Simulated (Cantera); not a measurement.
Feed: 1 mol LiOH, 0.2 mol H2, equilibrated at 1677 °C and 1.20 Torr.

These are equilibrium values from Cantera (NASA tables, ideal gas, pure condensed phases), not measurements of a reactor. Candidate condensed phases: H2O, Li, LiH, LiOH, Li2O; 17 gas species. Equilibrium is a limit: real reactors are often held back by kinetics, nucleation or transport.

Base state: LiOH 0.521, H2O 0.210, Li 0.207, H2 0.0448, Li2O 0.00701, H 0.00607, OH 0.00258, O2 0.000526 (mole fractions); condensed: gas only.

Task: What changes in the equilibrium state with this change: H2 from 0.2 to 1.4 mol?

Result: 
```
species    before     after
-------  --------  --------
H2         0.0448     0.408
H2O         0.210     0.204
Li          0.207     0.204
LiOH        0.521     0.165
H         0.00607    0.0183
O2       0.000526   5.98e-6
Li2O      0.00701  0.000725
LiO      0.000426   4.48e-5
O        0.000259   2.76e-5
OH        0.00258  0.000830
```
